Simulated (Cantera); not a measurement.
Feed: 1 mol SiH4, 33 mol N2, equilibrated at 1377 °C and 110 Pa.

Equilibrium computed with Cantera from the NASA thermochemical tables; the gas is ideal and each condensed phase is pure. Candidate condensed phases: Si, Si3N4; 18 gas species. The numbers say what is thermodynamically allowed, not how fast it happens.

Base state: N2 0.941, H2 0.0579, H 0.000659, Si 0.000186 (mole fractions); condensed: Si3N4(s).

**Question.** What changes in the equilibrium state with this change: SiH4 replaced by trisilylamine?

**Answer.** 
| species | before | after |
|---|---|---|
| N2 | 0.941 | 0.874 |
| H2 | 0.0579 | 0.124 |
| H | 0.000659 | 0.000966 |
| Si | 0.000186 | 0.000195 |
| Si3N4(s), mol | 0.331 | 0.997 |
The feed counts by its element totals alone.

**Question.** What changes in the equilibrium state with this change: temperature from 1377 °C to 1652 °C?

**Answer.** 
```csv
species,before,after
N2,0.941,0.924
H2,0.0579,0.0527
Si,0.000186,0.0158
H,0.000659,0.00662
Si3,8.67e-8,3.02e-5
Si2,4.78e-7,0.000136
"Si3N4(s), mol",0.331,0
"Si(l), mol",0,0.397
```
The tables' values for SiN are old estimates; treat these amounts as uncertain.
